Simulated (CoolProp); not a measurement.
Vapour-liquid equilibrium of ethanol (1) + n-nonane (2) at 370.8 K; x and y are mole fractions of (1).

Model: multi-fluid Helmholtz-energy mixture model, Schroeder 2014 and Lemmon 2006; pair parameters Bell 2016, in CoolProp.

```json
[
 {"x": "0.05", "bubble pressure (kPa)": "67.51", "y at the bubble point": "0.718", "dew pressure at overall composition x (kPa)": "20.35", "liquid density (mol/L)": "5.289"},
 {"x": "0.15", "bubble pressure (kPa)": "129.2", "y at the bubble point": "0.859", "dew pressure at overall composition x (kPa)": "22.74", "liquid density (mol/L)": "5.686"},
 {"x": "0.25", "bubble pressure (kPa)": "160.9", "y at the bubble point": "0.891", "dew pressure at overall composition x (kPa)": "25.76", "liquid density (mol/L)": "6.149"},
 {"x": "0.35", "bubble pressure (kPa)": "175.7", "y at the bubble point": "0.903", "dew pressure at overall composition x (kPa)": "29.70", "liquid density (mol/L)": "6.696"},
 {"x": "0.45", "bubble pressure (kPa)": "182.1", "y at the bubble point": "0.909", "dew pressure at overall composition x (kPa)": "35.04", "liquid density (mol/L)": "7.352"},
 {"x": "0.55", "bubble pressure (kPa)": "184.9", "y at the bubble point": "0.912", "dew pressure at overall composition x (kPa)": "42.71", "liquid density (mol/L)": "8.152"},
 {"x": "0.65", "bubble pressure (kPa)": "187.1", "y at the bubble point": "0.914", "dew pressure at overall composition x (kPa)": "54.65", "liquid density (mol/L)": "9.145"},
 {"x": "0.75", "bubble pressure (kPa)": "190.7", "y at the bubble point": "0.921", "dew pressure at overall composition x (kPa)": "75.74", "liquid density (mol/L)": "10.40"},
 {"x": "0.85", "bubble pressure (kPa)": "196.2", "y at the bubble point": "0.936", "dew pressure at overall composition x (kPa)": "122.3", "liquid density (mol/L)": "12.03"},
 {"x": "0.95", "bubble pressure (kPa)": "203.4", "y at the bubble point": "0.970", "dew pressure at overall composition x (kPa)": "199.9", "liquid density (mol/L)": "14.19"}
]
```

No azeotrope shows between x = 0.05 and 0.95.

The pair parameters rest on a limited set of measurements; away from them the model extrapolates. With so large a gap from Raoult's law the liquid may split in two, which this calculation doesn't test in full.
